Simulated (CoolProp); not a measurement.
The numbers come from the reference Helmholtz-energy equation of state, Lemmon and Jacobsen 2000 in CoolProp.

Question: Give the vapour pressure (MPa), liquid cp (kJ/(kg K)), surface tension (mN/m), liquid viscosity (µPa s) of saturated R143a at 286.6, 310.2, 325.9 K.

Answer: 
| T (K) | p (MPa) | liquid cp (kJ/(kg K)) | surface tension (mN/m) | liquid viscosity (µPa s) |
|---|---|---|---|---|
| 286.6 | 0.923 | 1.57 | 5.92 | 125 |
| 310.2 | 1.71 | 1.82 | 3.14 | 97.8 |
| 325.9 | 2.45 | 2.23 | 1.52 | 79.1 |

Viscosity comes from a separate model (Klein 1997), an estimate that may be off by 10 % or more. Surface tension comes from a separate correlation (Mulero 2014).
